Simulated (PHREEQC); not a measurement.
Solution (65 °C): 0.00032 mol Na2HAsO4 and 0.017 mol KHF2 per kg of water. Closed to the air; pH follows from the charge balance.

The numbers come from PHREEQC with the ion-association model, wateq4f.dat.

Precipitation was switched off in this run.

Problem. Predict the pH, ionic strength.

Solution. pH 3.49; ionic strength 0.0180 mol/kgw.

Problem. In which forms is F present?

Solution. F- 49 %, HF 44 %, HF2- 6.4 %, H2F2 0.7 % of the F.

At this temperature some constants are extrapolated from 25 °C, and those without enthalpy data are left unchanged.
